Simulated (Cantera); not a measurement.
An adiabatic, constant-pressure homogeneous reactor starts with H2 : O2 : N2 = 1 : 0.5 : 1.88 (molar parts), equivalence ratio 1.0, at 1100 K and 278 Torr. Integrator tolerance rtol = 1e-08.

Cantera simulation using GRI-Mech 3.0 (53 species, 325 reactions); the numbers are that mechanism's predictions, not measurements.

```csv
quantity,before,after
time of steepest temperature rise,0.213 ms,97.9 µs
temperature at 0.300 s,2645 K,2708 K
equilibrium temperature,2645 K,2708 K
x(H2) at 0.300 s,0.0437 (gas-phase equilibrium 0.0437),0.0404 (gas-phase equilibrium 0.0404)
x(O2) at 0.300 s,0.0138 (gas-phase equilibrium 0.0138),0.0121 (gas-phase equilibrium 0.0121)
x(H) at 0.300 s,0.0159 (gas-phase equilibrium 0.0159),0.0126 (gas-phase equilibrium 0.0126)
x(N2O) at 0.300 s,2.01e-7 (gas-phase equilibrium 2.01e-7),3.25e-7 (gas-phase equilibrium 3.25e-7)
x(O) at 0.300 s,0.00554 (gas-phase equilibrium 0.00554),0.00440 (gas-phase equilibrium 0.00440)
x(NO) at 0.300 s,0.00669 (gas-phase equilibrium 0.00669),0.00693 (gas-phase equilibrium 0.00693)
x(HO2) at 0.300 s,3.39e-6 (gas-phase equilibrium 3.39e-6),4.49e-6 (gas-phase equilibrium 4.49e-6)
```

Q: Which change was made?
A. pressure from 278 Torr to 7500 Torr
B. initial temperature 1100 to 1523 K
C. pressure from 278 Torr to 668 Torr
D. pressure from 278 Torr to 14300 Torr

A: C, pressure from 278 Torr to 668 Torr
